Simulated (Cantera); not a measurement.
# Adiabatic ignition

An adiabatic, constant-pressure homogeneous reactor starts with 13.6 % CH4, 18.1 % O2, 68.3 % N2, equivalence ratio 1.5, at 1750 K and 10.0 bar.

Model: GRI-Mech 3.0 (53 species, 325 reactions), integrated in Cantera.

```
t (s)     T (K)     x CH4      x O2       x O    x C2H    x CO2
--------  -----  --------  --------  --------  -------  -------
2.00e-6    1750     0.136     0.181   3.44e-7   <1e-12  5.74e-8
7.19e-6    1752     0.134     0.180   1.36e-6   <1e-12  3.74e-6
2.58e-5    2318    0.0268    0.0783  0.000336  1.30e-5  0.00522
9.28e-5    2975  1.41e-11  0.000853  0.000965   <1e-12   0.0287
0.000334   2970  1.48e-11  0.000805  0.000921   <1e-12   0.0284
0.00120    2970  1.48e-11  0.000804  0.000920   <1e-12   0.0284
0.00431    2970  1.48e-11  0.000804  0.000920   <1e-12   0.0284
0.0155     2970  1.48e-11  0.000804  0.000920   <1e-12   0.0284
0.0557     2970  1.48e-11  0.000804  0.000920   <1e-12   0.0284
0.200      2970  1.48e-11  0.000804  0.000920   <1e-12   0.0284
```
x: mole fraction; the columns are a selection and need not sum to one.

```json
{
 "time_of_steepest_temperature_rise": "26.3 µs",
 "temperature at 0.200 s": "2970 K",
 "equilibrium_temperature": "2970 K",
 "x(CH4) at 0.200 s": "1.48e-11 (gas-phase equilibrium 1.71e-11)",
 "x(O2) at 0.200 s": "0.000804 (gas-phase equilibrium 0.000804)",
 "x(O) at 0.200 s": "0.000920 (gas-phase equilibrium 0.000920)"
}
```
